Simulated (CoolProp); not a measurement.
Vapour-liquid equilibrium of isohexane (1) + benzene (2) at 109.85 °C; x and y are mole fractions of (1).

The numbers come from the multi-fluid Helmholtz-energy mixture model, Lemmon 2006 and Thol 2012; pair parameters Bell 2016 in CoolProp.

```json
[
 {"x": "0.05", "bubble pressure (MPa)": "___", "y at the bubble point": "0.114", "dew pressure at overall composition x (MPa)": "0.2413", "liquid density (mol/L)": "9.731"},
 {"x": "0.2", "bubble pressure (MPa)": "0.2938", "y at the bubble point": "0.337", "dew pressure at overall composition x (MPa)": "0.2675", "liquid density (mol/L)": "___"},
 {"x": "0.35", "bubble pressure (MPa)": "0.3224", "y at the bubble point": "0.483", "dew pressure at overall composition x (MPa)": "0.2964", "liquid density (mol/L)": "8.462"},
 {"x": "0.5", "bubble pressure (MPa)": "0.3440", "y at the bubble point": "0.603", "dew pressure at overall composition x (MPa)": "0.3256", "liquid density (mol/L)": "7.931"},
 {"x": "0.65", "bubble pressure (MPa)": "0.3612", "y at the bubble point": "0.717", "dew pressure at overall composition x (MPa)": "0.3515", "liquid density (mol/L)": "7.456"},
 {"x": "0.8", "bubble pressure (MPa)": "0.3754", "y at the bubble point": "0.834", "dew pressure at overall composition x (MPa)": "0.3716", "liquid density (mol/L)": "7.030"},
 {"x": "0.95", "bubble pressure (MPa)": "0.3870", "y at the bubble point": "0.958", "dew pressure at overall composition x (MPa)": "0.3864", "liquid density (mol/L)": "___"}
]
```

### Question
Fill in the missing entries.

### Answer

- 0.05, bubble pressure (MPa): 0.2521
- 0.2, liquid density (mol/L): 9.059
- 0.95, liquid density (mol/L): 6.645

No azeotrope shows between x = 0.05 and 0.95.

Pair parameters are fitted to limited data, so mixtures are less certain than the pure fluids.
